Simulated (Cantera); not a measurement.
An isothermal plug-flow reactor at 773 K and 1.00 bar (inlet), inlet velocity 3.2 m/s, active area per volume 360 1/m; feed CO : O₂ : N₂ : H₂O = 0.0062 : 0.034 : 0.79 : 0.024 (molar parts), equivalence ratio 0.091.

Detailed kinetics in Cantera: Deutschmann's 1995 Pt surface mechanism with GRI-Mech 3.0 gas chemistry. Catalytic surfaces can have several steady states; this one follows from the mechanism file's or the stated starting coverage. Mass transfer to the wall is taken as infinitely fast.

Q: What does this change do: pressure from 1.00 bar to 0.550 bar?

A: 
```csv
quantity,before,after
x(CO) at z = 0.061 m,3.88e-5,5.27e-6
x(O₂) at z = 0.061 m,0.0363,0.0363
x(H₂O) at z = 0.061 m,0.0282,0.0282
x(CO₂) at z = 0.061 m,0.00725,0.00728
θ(free Pt) at the exit,0.0388,0.0491
θ(O*) at the exit,0.957,0.948
θ(OH*) at the exit,0.00401,0.00333
```
